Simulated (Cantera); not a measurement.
Cantera run, input and output.

```python
import numpy as np
import cantera as ct

gas = ct.Solution("gri30.yaml")
gas.TPX = 650, 84000, {'CH4': 1, 'CO': 0.043, 'O2': 5.05, 'N2': 19, 'H2O': 1.1}
inlet = ct.Reservoir(gas, clone=True)
gas.equilibrate("HP")  # start burning
reactor = ct.IdealGasConstPressureReactor(gas, energy="on", clone=False)
exhaust = ct.Reservoir(gas, clone=True)
tau = [0.31, 0.11, 0.038, 0.013, 0.0046, 0.0016, 0.00057, 0.0002, 7e-05, 2.5e-05, 8.6e-06][0]
for a, b in ((inlet, reactor), (reactor, exhaust)):
    ct.MassFlowController(a, b, mdot=lambda t: reactor.mass / tau)
net = ct.ReactorNet([reactor])
show = ['CH4', 'CO', 'O2', 'NO', 'OH', 'N2O', 'CH2CO']

rows = []
print(f"{'tau/s':>10s}{'T/K':>9s}" + "".join(f"{s:>11s}" for s in show))
for tau in [0.31, 0.11, 0.038, 0.013, 0.0046, 0.0016, 0.00057, 0.0002, 7e-05, 2.5e-05, 8.6e-06]:
    net.initial_time = 0.0
    net.advance(30 * tau)
    before = gas.X
    net.advance(40 * tau)
    drift = np.max(np.abs(gas.X - before) / (gas.X + 1e-9))
    rows.append([gas.T, *gas[show].X, drift])
    print(f"{tau:10.3e}{gas.T:9.1f}" + "".join(f"{x:11.3e}" for x in gas[show].X))
```

Result:

```
     tau/s      T/K        CH4         CO         O2         NO         OH        N2O      CH2CO
 3.100e-01   1528.2  1.095e-05  1.329e-04  1.157e-01  1.571e-06  3.818e-04  5.353e-07  2.072e-09
 1.100e-01   1525.8  2.132e-05  2.731e-04  1.157e-01  1.500e-06  5.252e-04  7.111e-07  5.080e-09
 3.800e-02   1521.3  4.242e-05  5.743e-04  1.158e-01  1.239e-06  7.225e-04  7.753e-07  1.177e-08
 1.300e-02   1512.5  8.611e-05  1.225e-03  1.161e-01  9.138e-07  9.761e-04  7.004e-07  2.592e-08
 4.600e-03   1495.5  1.778e-04  2.588e-03  1.168e-01  6.723e-07  1.249e-03  5.555e-07  5.664e-08
 1.600e-03   1459.2  4.214e-04  5.749e-03  1.187e-01  4.791e-07  1.432e-03  3.811e-07  1.593e-07
 5.700e-04    650.0  3.818e-02  1.642e-03  1.928e-01  2.671e-20  5.320e-18  4.206e-20  3.488e-18
 2.000e-04    650.0  3.818e-02  1.642e-03  1.928e-01 -6.243e-23  4.268e-18 -7.872e-23 -8.153e-21
 7.000e-05    650.0  3.818e-02  1.642e-03  1.928e-01 -1.085e-25  2.670e-18  4.367e-24 -1.417e-23
 2.500e-05    650.0  3.818e-02  1.642e-03  1.928e-01 -6.537e-28  1.210e-18  8.547e-25 -8.536e-26
 8.600e-06    650.0  3.818e-02  1.642e-03  1.928e-01 -2.624e-30  3.657e-19  1.207e-25 -3.421e-28
```

Model: GRI-Mech 3.0 (53 species, 325 reactions), integrated in Cantera.
